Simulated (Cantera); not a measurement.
An isothermal, constant-pressure homogeneous reactor starts with CH4 : CO2 = 1 : 0.74 (molar parts), at 1350 K and 12800 Torr.

Cantera simulation using GRI-Mech 3.0 (53 species, 325 reactions); the numbers are that mechanism's predictions, not measurements. The pressure lies above the range GRI-Mech 3.0 was tuned for (to about 10 atm).

Task: Predict: x(CH4) at 2.00 s; x(CO2) at 2.00 s; x(CH2CO) at 2.00 s; x(CH2O) at 2.00 s.

Result: 
```json
{
  "x(CH4) at 2.00 s": "0.391 (gas-phase equilibrium 0.0881)",
  "x(CO2) at 2.00 s": "0.310 (gas-phase equilibrium 0.00226)",
  "x(CH2CO) at 2.00 s": "4.58e-6 (gas-phase equilibrium 4.44e-7)",
  "x(CH2O) at 2.00 s": "3.53e-7 (gas-phase equilibrium 1.60e-6)"
}
```
